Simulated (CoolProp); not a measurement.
Vapour-liquid equilibrium of cyclohexane (1) + n-heptane (2) at 259 kPa; x and y are mole fractions of (1).

The numbers come from the multi-fluid Helmholtz-energy mixture model, Zhou 2014 and Span 2003; pair parameters Bell 2016 in CoolProp.

Question: Give the bubble temperature and the first vapour's composition at x = 0.05, 0.275, 0.95. Is there an azeotrope?

Answer: x = 0.05: 132.8 °C, y = 0.072; x = 0.275: 127.9 °C, y = 0.363; x = 0.95: 116.2 °C, y = 0.965. No azeotrope shows between x = 0.05 and 0.95.

Pair parameters are fitted to limited data, so mixtures are less certain than the pure fluids.
